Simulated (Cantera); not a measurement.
**Diamond growth**

A diamond (100) surface in a fixed gas of H2 with x(CH4) = 0.0028, x(H) = 0.0039, x(CH3) = 0.0013, at 1000 K; coverages are run to steady state.

Model: the Harris–Goodwin 1993 mechanism for the reconstructed diamond (100) surface, integrated in Cantera.

```csv
P (Pa),growth (µm/h),θ c6HH,θ c6H*,θ c6*H,θ c6**,θ c6HM
1500,7.14,0.497,0.0151,0.309,0.00734,0.125
2100,10.3,0.493,0.0150,0.307,0.00729,0.130
3000,15.1,0.491,0.0149,0.305,0.00725,0.133
4200,21.5,0.489,0.0149,0.304,0.00722,0.135
5900,30.7,0.487,0.0148,0.303,0.00720,0.137
8300,43.5,0.486,0.0148,0.302,0.00719,0.138
12000,63.4,0.485,0.0148,0.301,0.00718,0.139
16000,84.8,0.485,0.0148,0.301,0.00717,0.140
```
θ: site fractions in the mechanism's names (c6HH fully hydrogenated, c6H* and c6*H radical sites, c6** diradical, c6HM methylated).
